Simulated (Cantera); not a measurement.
Input (Python, Cantera) and output of one run.

```python
import numpy as np
import cantera as ct

gas_names = """
    C CN CO CO2 C2 CCN CNC C2N2 C2O C3 C3O2 C4 C4N2 C5 N NCO NO NO2 NO3 N2 N2O O O2 O3 Pb PbO Pb2
""".split()
cond_names = """
    C(gr) Pb(cr) Pb(L) PbO(rd) PbO(yw) PbO(L) PbO2(s) Pb3O4(s)
""".split()


def load(file, names, dense=False):
    # The tables refer to 1 bar. Condensed volumes are neglected.
    table = {s.name: s for s in ct.Species.list_from_file(file)}
    out = []
    for n in names:
        d = dict(table[n].input_data)
        d["thermo"] = dict(d["thermo"], **{"reference-pressure": 1e5})
        if dense:
            d["equation-of-state"] = {"model": "constant-volume", "density": "1e6 g/cm^3"}
        out.append(ct.Species.from_dict(d))
    return out


gas = ct.Solution(thermo="ideal-gas", species=load("nasa_gas.yaml", gas_names))
cond = {s.name: ct.Solution(thermo="fixed-stoichiometry", species=[s], name=s.name)
        for s in load("nasa_condensed.yaml", cond_names, dense=True)}
atoms = {
    'PbO': {'Pb': 1, 'O': 1},
    'C': {'C': 1},
    'N2': {'N': 2},
}
top_T = {'C(gr)': 4500, 'Pb3O4(s)': 820}  # K; cautious upper limits of use, not melting points


def equilibrate(T, P, feed):
    n = {}
    for name, mol in feed.items():
        for a, k in atoms[name].items():
            n[a] = n.get(a, 0.0) + k * mol
    gas.TPX = T, P, n
    mass = sum(n.values()) * gas.mean_molecular_weight
    gas.equilibrate("TP")
    valid = [c for c in cond.values() if c.min_temp <= T <= top_T.get(c.name, c.max_temp)]
    mix = ct.Mixture([(gas, mass / gas.mean_molecular_weight)] + [(c, 0.0) for c in valid])
    mix.T, mix.P = T, P
    mix.equilibrate("TP", solver="vcs", rtol=1e-11, max_steps=5000)
    return mix


results = []
feed = {'PbO': 1, 'C': 0.35, 'N2': 1.4}  # mol
T = 1048.15  # K
P = 36  # Pa
mix = equilibrate(T, P, feed)
results.append((T, P, feed, dict(zip(mix.species_names, mix.species_moles))))
x = sorted(zip(gas.X, gas.species_names), reverse=True)
print(f"T = {T:g} K  P = {P:g} Pa  gas = {mix.phase_moles(0):.4g} mol")
print("   x: " + "  ".join(f"{s} {v:.3e}" for v, s in x if v > 1e-05))
print("   condensed (mol): " + ("  ".join(f"{mix.phase(i).name} {mix.phase_moles(i):.4g}"
      for i in range(1, mix.n_phases) if mix.phase_moles(i) > 1e-12) or "none"))
```

It prints:

```
T = 1048.15 K  P = 36 Pa  gas = 2.008 mol
   x: N2 6.973e-01  CO2 1.743e-01  Pb 1.245e-01  PbO 3.889e-03  CO 2.560e-05
   condensed (mol): Pb(L) 0.4499  PbO(yw) 0.2922
```

Equilibrium computed with Cantera from the NASA thermochemical tables; the gas is ideal and each condensed phase is pure. Mutual solubility and eutectic melting of coexisting phases are not modelled.
